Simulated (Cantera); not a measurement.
Feed: 1 mol TiO2, 240 mol H2, equilibrated at 0.133 bar.

These are equilibrium values from Cantera (NASA tables, ideal gas, pure condensed phases), not measurements of a reactor. Candidate condensed phases: H2O, Ti, TiO, TiO2, Ti2O3, Ti3O5, Ti4O7; 12 gas species. Mutual solubility and eutectic melting of coexisting phases are not modelled. Condensed phases not in the tables: Magnéli phases beyond Ti4O7. The numbers say what is thermodynamically allowed, not how fast it happens.

x: gas mole fraction; n: condensed amount in mol.

```csv
T (K),x H2,x H2O,x H,x OH,n Ti4O7(s),n Ti3O5(s)
1275,0.999,0.00104,2.02e-6,2.45e-11,0.250,0
1300,0.999,0.00104,3.03e-6,4.12e-11,0.250,0
1325,0.999,0.00104,4.48e-6,6.81e-11,0.250,0
1350,0.999,0.00104,6.52e-6,1.10e-10,0.250,0
1375,0.999,0.00133,9.38e-6,2.25e-10,0.0432,0.276
1400,0.999,0.00139,1.33e-5,3.68e-10,0,0.333
1425,0.999,0.00139,[?],[?],0,0.333
1450,0.999,0.00139,2.59e-5,8.63e-10,0,0.333
1475,0.999,0.00139,[?],[?],0,0.333
1500,0.999,0.00139,4.82e-5,1.91e-9,0,0.333
1525,0.999,0.00139,6.47e-5,2.79e-9,0,0.333
1550,0.999,0.00139,8.62e-5,4.03e-9,0,0.333
1575,0.998,0.00139,0.000114,5.75e-9,0,0.333
1600,0.998,0.00139,0.000149,8.10e-9,0,0.333
```

Problem. What belongs in the gaps?

Solution. 
- 1475, x H: 3.55e-5
- 1475, x OH: 1.29e-9
- 1425, x H: 1.87e-5
- 1425, x OH: 5.68e-10
